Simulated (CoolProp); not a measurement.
R407C at 435.02 K and 0.11 MPa flows at 25 m/s in a round tube of 20 mm bore and 0.25 µm roughness, fully developed (64/Re and Nu = 3.66 if laminar; Colebrook and Gnielinski if turbulent). Each further row changes one setting.

Computed with CoolProp (reference Helmholtz-energy equation of state, Lemmon 2003). It is a pseudo-pure fit of the blend.

```json
[
 {"case": "as stated", "Reynolds number": "?", "Darcy friction factor": "?", "pressure drop (Pa/m)": "?", "heat-transfer coefficient (W/(m² K))": "179", "mass flow (kg/h)": "?"},
 {"case": "velocity 50 m/s", "Reynolds number": "146000", "Darcy friction factor": "0.0167", "pressure drop (Pa/m)": "?", "heat-transfer coefficient (W/(m² K))": "310", "mass flow (kg/h)": "?"},
 {"case": "diameter 40 mm", "Reynolds number": "146000", "Darcy friction factor": "0.0167", "pressure drop (Pa/m)": "?", "heat-transfer coefficient (W/(m² K))": "155", "mass flow (kg/h)": "?"}
]
```

Some entries are withheld; supply them.


- as stated, Reynolds number: 73100
- as stated, Darcy friction factor: 0.0193
- as stated, pressure drop (Pa/m): 793
- as stated, mass flow (kg/h): 74.4
- velocity 50 m/s, pressure drop (Pa/m): 2750
- velocity 50 m/s, mass flow (kg/h): 149
- diameter 40 mm, pressure drop (Pa/m): 343
- diameter 40 mm, mass flow (kg/h): 298

Viscosity comes from a separate model (Geller 2000). Thermal conductivity comes from a separate model (Geller 2001).
